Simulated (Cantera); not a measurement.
Feed: 1 mol PbO, 0.65 mol H₂, 11 mol N₂, held at 0.140 bar.

These are equilibrium values from Cantera (NASA tables, ideal gas, pure condensed phases), not measurements of a reactor. Candidate condensed phases: H₂O, Pb, PbO, PbO₂, Pb₃O₄; 27 gas species. Each liquid is taken as pure. Mutual solubility and eutectic melting of coexisting phases are not modelled. Gases not in the tables: (PbO)n polymers. The numbers say what is thermodynamically allowed, not how fast it happens.

x: gas mole fraction; n: condensed amount in mol.

```
T (°C)   x N₂   x H₂O      x Pb     x PbO     x H₂      x O₂  n Pb(l)  n PbO(yellow)  n PbO(l)
------  -----  ------  --------  --------  -------  --------  -------  -------------  --------
550     0.944  0.0558   9.59e-7   1.62e-9  3.94e-6    <1e-12    0.650          0.350         0
600     0.944  0.0558   4.54e-6   1.68e-8  4.96e-6    <1e-12    0.650          0.350         0
650     0.944  0.0558         …         …        …    <1e-12    0.650          0.350         0
700     0.944  0.0558   6.25e-5   8.64e-7  7.44e-6    <1e-12    0.649          0.350         0
750     0.944  0.0558  0.000190   4.59e-6  8.91e-6  8.17e-12    0.648          0.350         0
800     0.944  0.0558  0.000522   2.08e-5  1.05e-5  8.83e-11    0.644          0.350         0
850     0.943  0.0557   0.00131   8.17e-5  1.23e-5  7.68e-10    0.635          0.349         0
900     0.941  0.0556   0.00301  0.000276  1.48e-5   5.19e-9    0.615              0     0.347
950     0.937  0.0554   0.00648  0.000775  1.88e-5   2.55e-8    0.574              0     0.341
1000    0.930  0.0549         …         …        …         …        …              0     0.327
1050    0.916  0.0541    0.0251   0.00477  2.90e-5   4.19e-7    0.348              0     0.293
1100    0.891  0.0526    0.0458    0.0106  3.47e-5   1.44e-6   0.0837              0     0.219
1150    0.874  0.0516    0.0517    0.0223  2.67e-5   1.09e-5        0              0    0.0691
```

Problem. Fill in the missing entries.

Solution. 
- 1000, x Pb: 0.0131
- 1000, x PbO: 0.00200
- 1000, x H₂: 2.36e-5
- 1000, x O₂: 1.09e-7
- 1000, n Pb(l): 0.495
- 650, x Pb: 1.81e-5
- 650, x PbO: 1.35e-7
- 650, x H₂: 6.12e-6
